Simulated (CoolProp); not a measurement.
Methanol at 298.15 K and 0.183 MPa is throttled through a valve to 0.04 MPa with no heat exchange. Each further row changes one setting.

The numbers come from the reference Helmholtz-energy equation of state, de Reuck 1993 in CoolProp.

```csv
case,temperature change (K),final phase,final density (kg/m³)
as stated,+0.0,liquid,786
outlet pressure 0.012 MPa,-6.5,"two-phase, vapour fraction 0.014",11.4
outlet pressure 0.052 MPa,+0.0,liquid,786
```
